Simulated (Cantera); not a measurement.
A perfectly stirred reactor is fed with H2 : O2 = 0.19 : 1 (molar parts), equivalence ratio 0.095, at 0.00130 bar; it is held at 1400 K, and followed from long to short residence time.

Cantera simulation using GRI-Mech 3.0 (53 species, 325 reactions); the numbers are that mechanism's predictions, not measurements. Radical loss at walls, strong at low pressure, is not modelled. The temperature is held fixed by assumption; the heat of reaction is taken as removed at once.

### Question
What does this change do: pressure from 0.00130 bar to 0.0267 bar?

### Answer
```
quantity                before     after
---------------------  -------  --------
x(H2) at τ = 18.0 s    0.00165   4.16e-5
x(O2) at τ = 18.0 s      0.806     0.826
x(OH) at τ = 18.0 s    0.00776   0.00109
x(HO2) at τ = 18.0 s   3.73e-7   5.83e-7
x(O) at τ = 18.0 s      0.0168  0.000315
x(H2) at τ = 95.0 ms   0.00775   0.00125
x(O2) at τ = 95.0 ms     0.733     0.814
x(OH) at τ = 95.0 ms    0.0153   0.00614
x(HO2) at τ = 95.0 ms  4.62e-7   6.26e-6
x(O) at τ = 95.0 ms     0.0789    0.0102
```
